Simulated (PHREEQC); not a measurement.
Dissolve 0.15 mol NaCl, 0.22 mol BaCl2 and 0.00023 mol LiCl per kg of water at 25 °C. Closed to the air; pH follows from the charge balance.

Computed with PHREEQC (ion-association model, phreeqc.dat).

The ionic strength comes out as 0.810 mol/kgw. What activity coefficients do Na+, Li+, Cl-, Ba+2 get?

Na+ 0.72, Li+ 0.68, Cl- 0.62, Ba+2 0.19.

No solid was allowed to form. Ionic strength above about 0.7 mol/kgw puts this run outside the model's range.
